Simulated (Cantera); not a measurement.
A closed system holds: 1 mol TiO2, 24 mol H2, 0.085 mol H2O, held at 1873.15 K and 52.0 Pa.

Cantera equilibrium calculation (NASA polynomials, part measured and part estimated; ideal gas, pure solids and liquids). Candidate condensed phases: H2O, Ti, TiO, TiO2, Ti2O3, Ti3O5, Ti4O7; 12 gas species. Equilibrium is a limit: real reactors are often held back by kinetics, nucleation or transport.

Base state: H2 0.955, H 0.0277, H2O 0.0171, OH 3.85e-5, TiO2 1.84e-5 (mole fractions); condensed: Ti3O5(s).

Question: What changes in the equilibrium state with this change: pressure from 52.0 Pa to 10000 Pa?

Answer: 
```json
[
 {"species": "H2", "before": "0.955", "after": "0.981"},
 {"species": "H2O", "before": "0.0171", "after": "0.0173"},
 {"species": "H", "before": "0.0277", "after": "0.00202"},
 {"species": "TiO2", "before": "1.84e-5", "after": "9.55e-8"},
 {"species": "OH", "before": "3.85e-5", "after": "2.78e-6"},
 {"species": "Ti3O5(s), mol", "before": "0.333", "after": "0.333"}
]
```
